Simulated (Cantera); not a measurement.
Input (Python, Cantera):

```python
import numpy as np
import cantera as ct

gas = ct.Solution("gri30.yaml")
gas.TPX = 2100, 41000, {'CH4': 1, 'CO2': 1.6}
reactor = ct.IdealGasConstPressureReactor(gas, energy="off", clone=False)
net = ct.ReactorNet([reactor])
net.rtol, net.atol = 1e-08, 1e-18
show = ['CH4', 'CO2', 'H', 'C2H6', 'O2', 'CH2O', 'CH3']
times = np.geomspace(0.0003, 10, 12)

steps = ct.SolutionArray(gas, extra=["t"])
rows = []
print(f"{'t/s':>10s}{'T/K':>9s}{'P/Pa':>11s}" + "".join(f"{s:>11s}" for s in show))
for t in times:
    while net.time < t:
        t_next = net.step()
        steps.append(gas.state, t=t_next)
    rows.append([np.interp(t, steps.t, y) for y in (steps.T, steps.P, *steps(*show).X.T)])
    print(f"{t:10.3e}{rows[-1][0]:9.1f}{rows[-1][1]:11.4g}" + "".join(f"{x:11.3e}" for x in rows[-1][2:]))
rate = np.gradient(steps.T, steps.t)
print("integrator steps:", len(steps.t))
if steps.T.max() > steps.T[0] + 200:
    print(f"time of steepest temperature rise: {steps.t[rate.argmax()]:.4e} s")
gas.TPX = 2100, 41000, {'CH4': 1, 'CO2': 1.6}
gas.equilibrate("TP")
print(f"equilibrium (TP): T = {gas.T:.1f} K  " + "  ".join(f"{s} {gas[s].X[0]:.3e}" for s in show))
```

Output:

```
       t/s      T/K       P/Pa        CH4        CO2          H       C2H6         O2       CH2O        CH3
 3.000e-04   2100.0    4.1e+04  6.090e-02  3.578e-01  1.381e-03  6.852e-05  2.295e-08  1.309e-04  6.154e-03
 7.732e-04   2100.0    4.1e+04  1.655e-02  2.076e-01  1.522e-03  9.471e-06  1.003e-07  6.355e-05  2.392e-03
 1.993e-03   2100.0    4.1e+04  6.697e-03  1.076e-01  1.852e-03  2.555e-06  2.434e-07  3.427e-05  1.292e-03
 5.136e-03   2100.0    4.1e+04  5.185e-03  6.788e-02  2.159e-03  1.191e-06  1.497e-07  1.269e-05  8.859e-04
 1.324e-02   2100.0    4.1e+04  2.861e-03  4.309e-02  2.431e-03  3.021e-07  8.889e-08  3.548e-06  4.473e-04
 3.412e-02   2100.0    4.1e+04  5.491e-04  3.279e-02  2.601e-03  1.049e-08  6.659e-08  4.976e-07  8.368e-05
 8.793e-02   2100.0    4.1e+04  2.995e-07  3.176e-02  2.831e-03  6.072e-15  7.505e-08  2.977e-08  4.907e-08
 2.266e-01   2100.0    4.1e+04  7.887e-10  3.176e-02  2.834e-03  3.434e-20  7.520e-08  2.950e-08  1.296e-10
 5.841e-01   2100.0    4.1e+04  7.887e-10  3.176e-02  2.834e-03  3.434e-20  7.520e-08  2.950e-08  1.296e-10
 1.505e+00   2100.0    4.1e+04  7.887e-10  3.176e-02  2.834e-03  3.434e-20  7.520e-08  2.950e-08  1.296e-10
 3.880e+00   2100.0    4.1e+04  7.887e-10  3.176e-02  2.834e-03  3.434e-20  7.520e-08  2.950e-08  1.296e-10
 1.000e+01   2100.0    4.1e+04  7.887e-10  3.176e-02  2.834e-03  3.434e-20  7.520e-08  2.950e-08  1.296e-10
integrator steps: 1825
equilibrium (TP): T = 2100.0 K  CH4 8.859e-10  CO2 3.176e-02  H 2.834e-03  C2H6 4.188e-20  O2 7.520e-08  CH2O 2.950e-08  CH3 1.456e-10
```

Detailed kinetics in Cantera: GRI-Mech 3.0 (53 species, 325 reactions).
